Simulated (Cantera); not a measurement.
Feed: 1 mol Ta2O5, a varied amount of C, 8.9 mol H2, held at 1800 °C and 1400 Pa.

Method: chemical equilibrium by Gibbs-energy minimisation in Cantera with the NASA 1993 tables (ideal gas, pure condensed phases). Candidate condensed phases: C, C6H6, C7H8, C8H18, H2O, Ta, TaC, Ta2O5; 113 gas species. Mutual solubility and eutectic melting of coexisting phases are not modelled. Condensed phases not in the tables: Ta2C, N, O or C dissolved in the metal. Kinetics and transport are ignored.

Q: At 4.2 mol C, list the 4 most abundant gas species with their mole fractions, and the condensed phases.

A: H2 0.662, CO 0.317, H 0.0181, H2O 0.00163. Condensed: Ta(s) + Ta2O5(l).
